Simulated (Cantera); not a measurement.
A closed system holds: 1 mol PbO, 0.4 mol O2, 6.9 mol N2.

These are equilibrium values from Cantera (NASA tables, ideal gas, pure condensed phases), not measurements of a reactor. Candidate condensed phases: Pb, PbO, PbO2, Pb3O4; 12 gas species. Kinetics and transport are ignored.

Stable condensed phases, one row left out:

```
T in °C \ P in Pa
              10      42     180     750    3200   13000   56000  240000 1000000
   1227        A       A       A       A       A       B       B       B       B
   1202        A       A       A       A       A       B       B       B       B
   1177        A       A       A       A       A       B       B       B       B
   1152        A       A       A       A       B       B       B       B       B
   1127        A       A       A       A       B       B       B       B       B
   1102        A       A       A       A       B       B       B       B       B
   1077        A       A       A       A       B       B       B       B       B
   1052        A       A       A       B       B       B       B       B       B
   1027        A       A       A       B       B       B       B       B       B
    977        A       A       B       B       B       B       B       B       B
    952        A       A       B       B       B       B       B       B       B
    927        A       A       B       B       B       B       B       B       B
```

A: gas only; B: PbO.

Q: Give the row for 1002 °C.

A: 10: gas only; 42: gas only; 180: gas only; 750: PbO; 3200: PbO; 13000: PbO; 56000: PbO; 240000: PbO; 1000000: PbO.
